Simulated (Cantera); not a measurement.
A Cantera script and its output.

```python
import numpy as np
import cantera as ct

gas = ct.Solution("h2o2.yaml")
gas.TPX = 900, 2666, {'H2': 0.032, 'O2': 1, 'H2O': 0.085}
reactor = ct.IdealGasConstPressureReactor(gas, energy="off", clone=False)
net = ct.ReactorNet([reactor])
net.rtol, net.atol = 1e-08, 1e-18
show = ['H2', 'O2', 'H2O2', 'OH', 'H2O']
times = np.geomspace(0.0005, 80, 15)

steps = ct.SolutionArray(gas, extra=["t"])
rows = []
print(f"{'t/s':>10s}{'T/K':>9s}{'P/Pa':>11s}" + "".join(f"{s:>11s}" for s in show))
for t in times:
    while net.time < t:
        t_next = net.step()
        steps.append(gas.state, t=t_next)
    rows.append([np.interp(t, steps.t, y) for y in (steps.T, steps.P, *steps(*show).X.T)])
    print(f"{t:10.3e}{rows[-1][0]:9.1f}{rows[-1][1]:11.4g}" + "".join(f"{x:11.3e}" for x in rows[-1][2:]))
rate = np.gradient(steps.T, steps.t)
print("integrator steps:", len(steps.t))
if steps.T.max() > steps.T[0] + 200:
    print(f"time of steepest temperature rise: {steps.t[rate.argmax()]:.4e} s")
gas.TPX = 900, 2666, {'H2': 0.032, 'O2': 1, 'H2O': 0.085}
gas.equilibrate("TP")
print(f"equilibrium (TP): T = {gas.T:.1f} K  " + "  ".join(f"{s} {gas[s].X[0]:.3e}" for s in show))
```

It prints:

```
       t/s      T/K       P/Pa         H2         O2       H2O2         OH        H2O
 5.000e-04    900.0       2666  2.865e-02  8.953e-01  5.114e-16  5.538e-12  7.610e-02
 1.177e-03    900.0       2666  2.865e-02  8.953e-01  3.391e-15  3.074e-11  7.610e-02
 2.770e-03    900.0       2666  2.865e-02  8.953e-01  5.415e-14  8.560e-10  7.610e-02
 6.518e-03    900.0       2666  2.864e-02  8.952e-01  1.843e-10  1.778e-06  7.610e-02
 1.534e-02    900.0       2666  3.912e-03  8.919e-01  8.069e-07  6.306e-04  1.013e-01
 3.611e-02    900.0       2666  6.366e-04  8.935e-01  3.956e-07  1.182e-04  1.055e-01
 8.498e-02    900.0       2666  1.797e-04  8.937e-01  2.164e-07  4.933e-05  1.060e-01
 2.000e-01    900.0       2666  4.742e-05  8.937e-01  1.113e-07  2.477e-05  1.062e-01
 4.707e-01    900.0       2666  1.006e-05  8.937e-01  5.282e-08  1.272e-05  1.062e-01
 1.108e+00    900.0       2666  1.643e-06  8.937e-01  2.419e-08  6.372e-06  1.063e-01
 2.607e+00    900.0       2666  2.021e-07  8.937e-01  1.074e-08  3.227e-06  1.063e-01
 6.137e+00    900.0       2666  1.771e-08  8.937e-01  4.744e-09  1.737e-06  1.063e-01
 1.444e+01    900.0       2666  1.568e-09  8.937e-01  2.163e-09  1.005e-06  1.063e-01
 3.399e+01    900.0       2666  3.670e-10  8.937e-01  1.011e-09  6.125e-07  1.063e-01
 8.000e+01    900.0       2666  1.318e-10  8.937e-01  4.702e-10  3.833e-07  1.063e-01
integrator steps: 1548
equilibrium (TP): T = 900.0 K  H2 2.216e-12  O2 8.937e-01  H2O2 1.116e-11  OH 4.822e-08  H2O 1.063e-01
```

Model: the H2/O2 subset of GRI-Mech 3.0, which has no nitrogen chemistry, integrated in Cantera. Radical loss at walls, strong at low pressure, is not modelled. Below about 950 K walls govern HO2 and H2O2 in real vessels.
